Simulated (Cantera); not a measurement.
Input (Python, Cantera) and output of one run.

```python
import numpy as np
import cantera as ct

gas_names = """
    F F2 FS2F,fluorodisu H HF H2 H2F2 H2S H3F3 H4F4 H5F5 H6F6 H7F7 S SF SF2 SF3 SF4 SF5 SF6 SH S2
    S2F2,thiothiony S8
""".split()
cond_names = """
    S(cr1) S(cr2) S(L)
""".split()


# ... load() reads the species with a 1 bar reference pressure and builds the phases ...
atoms = {
    'SF6': {'S': 1, 'F': 6},
    'H2': {'H': 2},
}
top_T = {}  # K; cautious upper limits of use, not melting points


# ... equilibrate(T, P, feed) seeds the gas with the atoms and calls Mixture.equilibrate('TP', solver="vcs", rtol=1e-11, max_steps=5000) ...
results = []
feed = {'SF6': 1, 'H2': 5.2}  # mol
T = 1223  # K
P = 7800  # Pa
mix = equilibrate(T, P, feed)
results.append((T, P, feed, dict(zip(mix.species_names, mix.species_moles))))
x = sorted(zip(gas.X, gas.species_names), reverse=True)
print(f"T = {T:g} K  P = {P:g} Pa  gas = {mix.phase_moles(0):.4g} mol")
print("   x: " + "  ".join(f"{s} {v:.3e}" for v, s in x if v > 1e-06))
print("   condensed (mol): " + ("  ".join(f"{mix.phase(i).name} {mix.phase_moles(i):.4g}"
      for i in range(1, mix.n_phases) if mix.phase_moles(i) > 1e-12) or "none"))
```

It prints:

```
T = 1223 K  P = 7800 Pa  gas = 8.299 mol
   x: HF 7.229e-01  H2 1.685e-01  H2S 9.651e-02  S2 1.189e-02  SH 1.880e-04
   condensed (mol): none
```

Equilibrium computed with Cantera from the NASA thermochemical tables; the gas is ideal and each condensed phase is pure. Gases not in the tables: S3 to S7.
